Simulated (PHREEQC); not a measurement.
A solution holds 0.28 mol/kgw HF, 0.036 mol/kgw (NH4)2SiF6, 0.012 mol/kgw H3BO3 and 0.0028 mol/kgw HCl, at 25 °C. Closed to the air; pH follows from the charge balance.

The numbers come from PHREEQC with the ion-association model, wateq4f.dat.

```json
[
 {"quantity": "pH", "before": "1.71", "after": "2.82"},
 {"quantity": "ionic strength (mol/kgw)", "before": "0.132", "after": "0.106"},
 {"quantity": "HF (mol/kgw)", "before": "0.130", "after": "0.00192"},
 {"quantity": "H2F2 (mol/kgw)", "before": "0.0450", "after": "9.84e-6"},
 {"quantity": "F- (mol/kgw)", "before": "0.00614", "after": "0.00114"},
 {"quantity": "HF2- (mol/kgw)", "before": "0.00314", "after": "8.60e-6"},
 {"quantity": "SI of Quartz (SiO2)", "before": "-7.22", "after": "+1.53"}
]
```

Task: What was changed between the two runs?
A) HCl replaced by NH4Cl at the same molality
B) HCl left out
C) HF from 0.28 to 0.56 mol/kgw
D) HF left out

Result: D, HF left out

Precipitation was switched off in this run. Some of these states are supersaturated (in SiO2(a), Quartz (slow to form), for instance). wateq4f.dat counts part of the HF as a dimer, H2F2, which phreeqc.dat doesn't know; its constant is uncertain. SiF6-2 is the database's only silicon fluoride. Real BF4- forms and hydrolyses slowly; the run takes it at equilibrium.
